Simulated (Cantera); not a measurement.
## SiCl4 + NO + H2 + N2O (silicon oxide and oxynitride deposition)

A closed system holds: 1 mol SiCl4, 0.19 mol NO, 2.9 mol H2, 0.28 mol N2O, at 0.120 Torr.

Method: chemical equilibrium by Gibbs-energy minimisation in Cantera with the NASA 1993 tables (ideal gas, pure condensed phases). Candidate condensed phases: H2O, NH4Cl, Si, SiO2, Si2N2O, Si3N4; 47 gas species. Mutual solubility and eutectic melting of coexisting phases are not modelled. The tables' values for SiCl3, SiCl are old estimates; treat these amounts as uncertain. The tables hold silica as quartz up to 1696 K and as liquid above; real silica turns to tridymite and cristobalite and melts near 1996 K. The numbers say what is thermodynamically allowed, not how fast it happens.

From 673 K to 823 K the condensed part is SiO2(α-quartz) + Si2N2O(s). From 973 K to 1273 K the condensed part is SiO2(β-quartz) + Si2N2O(s). At 1423 K the condensed part is Si2N2O(s). From 1573 K to 1723 K nothing is condensed. The main Si-bearing gas is SiCl4 at 673 K and SiCl2 at 1723 K.

```tsv
T (K)	x HCl	x H2	x SiCl2	x SiO	x N2	x SiCl4	x Cl	n SiO2(α-quartz)	n Si2N2O(s)	n SiO2(β-quartz)
673	0.679	0.278	1.31e-12	<1e-12	4.60e-7	0.0431	<1e-12	0.0475	0.375	0
823	0.679	0.278	2.51e-8	<1e-12	3.41e-6	0.0431	7.62e-10	0.0475	0.375	0
973	0.679	0.278	2.16e-5	2.90e-9	1.47e-5	0.0428	1.04e-7	0	0.375	0.0475
1123	0.684	0.273	0.00251	8.23e-6	5.83e-5	0.0375	3.92e-6	0	0.375	0.0476
1273	0.710	0.243	0.0255	0.00167	0.00150	0.0110	6.90e-5	0	0.368	0.0471
1423	0.578	0.241	0.0677	0.0621	0.0447	0.00105	0.000507	0	0.131	0
1573	0.507	0.250	0.0902	0.0817	0.0652	9.88e-5	0.00259	0	0	0
1723	0.496	0.249	0.0901	0.0811	0.0647	1.38e-5	0.0111	0	0	0
```
x: gas mole fraction; n: condensed amount in mol.
